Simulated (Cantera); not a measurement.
Input: 1 mol Si, 0.012 mol H2O, a varied amount of N2, equilibrated at 5.40 Pa.

Method: chemical equilibrium by Gibbs-energy minimisation in Cantera with the NASA 1993 tables (ideal gas, pure condensed phases). Candidate condensed phases: H2O, Si, SiO2, Si2N2O, Si3N4; 35 gas species. The numbers say what is thermodynamically allowed, not how fast it happens.

What condenses at these points (T in K, n(N2) in mol): (1975, 1.8); (2025, 27); (1800, 5.7); (2050, 12); (1825, 3.9)?


```
T (K)  n(N2) in mol  condensed phases  Si condensed (%)
-----  ------------  ----------------  ----------------
1975            1.8          gas only               0.0
2025             27          gas only               0.0
1800            5.7                Si              61.9
2050             12          gas only               0.0
1825            3.9                Si              61.5
```
